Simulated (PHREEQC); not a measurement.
Consider water at 25 °C with 63 mmol/kgw NaH2PO4, 0.47 mmol/kgw Na2SO4 and 5.2 mmol/kgw KCl. Closed to the air; pH follows from the charge balance.

Model: ion-association model, wateq4f.dat, run in PHREEQC.

This is a speciation only: nothing precipitates in the calculation.

Problem. Order these S species by the share of S that they hold, largest first: KSO4-, NaSO4-, HSO4-, SO4-2.

Solution. SO4-2 (87 %), NaSO4- (12 %), KSO4- (1.3 %), HSO4- (0.13 %)

The pH is 4.52 and the ionic strength 0.0698 mol/kgw. H3PO4, which wateq4f.dat lacks, is added to it with the constant of phreeqc.dat.
